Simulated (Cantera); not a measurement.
Feed: 1 mol Si, a varied amount of O2, 130 mol H2, held at 1275 °C and 2.50 mbar.

Method: chemical equilibrium by Gibbs-energy minimisation in Cantera with the NASA 1993 tables (ideal gas, pure condensed phases). Candidate condensed phases: H2O, Si, SiO2; 18 gas species. The tables hold silica as quartz up to 1696 K and as liquid above; real silica turns to tridymite and cristobalite and melts near 1996 K. The numbers say what is thermodynamically allowed, not how fast it happens.

Task: Which condensed phases are stable at each of these points (n(O2) (mol)): 0.024, 0.037, 0.056, 0.084, 0.13, 0.19, 0.29, 0.44, 0.67, 1, 1.5, 2.3?

Result: 
```
n(O2) (mol)  condensed phases  Si condensed (%)
-----------  ----------------  ----------------
0.024                   Si(s)              95.0
0.037                   Si(s)              92.4
0.056                   Si(s)              88.6
0.084                   Si(s)              83.0
0.13                    Si(s)              73.8
0.19                    Si(s)              61.8
0.29                    Si(s)              41.8
0.44                    Si(s)              11.8
0.67           SiO2(β-quartz)              27.8
1              SiO2(β-quartz)              78.9
1.5            SiO2(β-quartz)              95.8
2.3            SiO2(β-quartz)              98.3
```

From 0.024 mol O2 to 0.44 mol O2 the condensed part is Si(s). From 0.67 mol O2 to 2.3 mol O2 the condensed part is SiO2(β-quartz).
